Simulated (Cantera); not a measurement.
Feed: 1 mol CF4, 0.13 mol HCl, at 13300 Pa.

These are equilibrium values from Cantera (NASA tables, ideal gas, pure condensed phases), not measurements of a reactor. Candidate condensed phases: C, C6H6, C7H8, C8H18; 118 gas species. Gases not in the tables: C2F6 and larger saturated fluorocarbons. The numbers say what is thermodynamically allowed, not how fast it happens.

Problem. Which condensed phases are stable at each of these points (T (K)): 2000, 2150, 2300, 2450, 2600, 2750, 2900, 3050?

Solution. 
```csv
T (K),condensed phases,C condensed (%)
2000,C(graphite),1.5
2150,gas only,0.0
2300,gas only,0.0
2450,gas only,0.0
2600,gas only,0.0
2750,gas only,0.0
2900,gas only,0.0
3050,gas only,0.0
```

At 2000 K the condensed part is C(graphite). From 2150 K to 3050 K nothing is condensed.
